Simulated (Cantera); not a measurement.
## Adiabatic ignition

An adiabatic, constant-volume homogeneous reactor starts with 5.56 % CH4, 19.9 % O2, 74.6 % N2, at 1200 K and 210000 Pa.

Computed with Cantera and GRI-Mech 3.0 (53 species, 325 reactions).

| t (s) | T (K) | P (bar) | x CH4 | x O2 | x C2H6 | x NO | x H2 | x CH2CO |
|---|---|---|---|---|---|---|---|---|
| 4.00e-6 | 1200 | 2.10 | 0.0556 | 0.199 | <1e-12 | <1e-12 | 1.76e-11 | <1e-12 |
| 1.02e-5 | 1200 | 2.10 | 0.0556 | 0.199 | <1e-12 | <1e-12 | 5.49e-11 | <1e-12 |
| 2.60e-5 | 1200 | 2.10 | 0.0556 | 0.199 | 1.00e-12 | <1e-12 | 1.85e-10 | <1e-12 |
| 6.63e-5 | 1200 | 2.10 | 0.0556 | 0.199 | 1.78e-11 | <1e-12 | 7.66e-10 | <1e-12 |
| 0.000169 | 1200 | 2.10 | 0.0556 | 0.199 | 3.54e-10 | <1e-12 | 4.22e-9 | <1e-12 |
| 0.000431 | 1200 | 2.10 | 0.0556 | 0.199 | 9.69e-9 | <1e-12 | 3.38e-8 | <1e-12 |
| 0.00110 | 1200 | 2.10 | 0.0556 | 0.199 | 4.34e-7 | <1e-12 | 4.09e-7 | <1e-12 |
| 0.00280 | 1200 | 2.10 | 0.0556 | 0.199 | 8.99e-6 | <1e-12 | 3.87e-6 | 1.59e-10 |
| 0.00714 | 1202 | 2.10 | 0.0553 | 0.198 | 6.30e-5 | <1e-12 | 2.91e-5 | 8.78e-9 |
| 0.0182 | 2541 | 4.48 | <1e-12 | 0.0840 | <1e-12 | 0.00385 | 0.00124 | <1e-12 |
| 0.0464 | 2520 | 4.44 | <1e-12 | 0.0790 | <1e-12 | 0.0141 | 0.00117 | <1e-12 |
| 0.118 | 2520 | 4.44 | <1e-12 | 0.0790 | <1e-12 | 0.0142 | 0.00117 | <1e-12 |
| 0.302 | 2520 | 4.44 | <1e-12 | 0.0790 | <1e-12 | 0.0142 | 0.00117 | <1e-12 |
| 0.769 | 2520 | 4.44 | <1e-12 | 0.0790 | <1e-12 | 0.0142 | 0.00117 | <1e-12 |
| 1.96 | 2520 | 4.44 | <1e-12 | 0.0790 | <1e-12 | 0.0142 | 0.00117 | <1e-12 |
| 5.00 | 2520 | 4.44 | <1e-12 | 0.0790 | <1e-12 | 0.0142 | 0.00117 | <1e-12 |
x: mole fraction; the columns are a selection and need not sum to one.

```yaml
time_of_steepest_temperature_rise: 16.9 ms
temperature at 5.00 s: 2520 K
equilibrium_temperature: 2520 K
x(CH4) at 5.00 s: <1e-12 (gas-phase equilibrium <1e-12)
x(O2) at 5.00 s: 0.0790 (gas-phase equilibrium 0.0790)
x(C2H6) at 5.00 s: <1e-12 (gas-phase equilibrium <1e-12)
```
